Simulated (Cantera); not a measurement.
Input: 1 mol SiO₂, 0.058 mol N₂.

Method: chemical equilibrium by Gibbs-energy minimisation in Cantera with the NASA 1993 tables (ideal gas, pure condensed phases). Candidate condensed phases: Si, SiO₂, Si₂N₂O, Si₃N₄; 16 gas species. The tables hold silica as quartz up to 1696 K and as liquid above; real silica turns to tridymite and cristobalite and melts near 1996 K. Equilibrium is a limit: real reactors are often held back by kinetics, nucleation or transport.

Stable condensed phases, one row left out:

```
T in °C \ P in Pa
               1     5.6      32     180    1000    5600   32000  180000 1000000
   2052        A       A       A       B       B       B       B       B       B
   2002        A       A       A       B       B       B       B       B       B
   1952        A       A       A       B       B       B       B       B       B
   1902        A       A       B       B       B       B       B       B       B
   1852        A       A       B       B       B       B       B       B       B
   1802        A       B       B       B       B       B       B       B       B
   1752        A       B       B       B       B       B       B       B       B
   1702        A       B       B       B       B       B       B       B       B
   1602        B       B       B       B       B       B       B       B       B
   1552        B       B       B       B       B       B       B       B       B
   1502        B       B       B       B       B       B       B       B       B
   1452        B       B       B       B       B       B       B       B       B
```

A: gas only; B: SiO₂.

Q: Give the row for 1652 °C.

A: 1: SiO₂; 5.6: SiO₂; 32: SiO₂; 180: SiO₂; 1000: SiO₂; 5600: SiO₂; 32000: SiO₂; 180000: SiO₂; 1000000: SiO₂.
